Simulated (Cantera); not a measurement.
Feed: 1 mol AlN, 10 mol O₂, 41 mol N₂, 28 mol H₂O, equilibrated at 0.420 bar.

These are equilibrium values from Cantera (NASA tables, ideal gas, pure condensed phases), not measurements of a reactor. Candidate condensed phases: Al, AlN, Al₂O₃, H₂O; 35 gas species. Gases not in the tables: Al(OH)₃. The numbers say what is thermodynamically allowed, not how fast it happens.

Question: At 1473 K, list the 5 most abundant gas species with their mole fractions, and the condensed phases.

Answer: N₂ 0.527, H₂O 0.355, O₂ 0.117, NO 0.000653, OH 0.000125. Condensed: Al₂O₃(s).
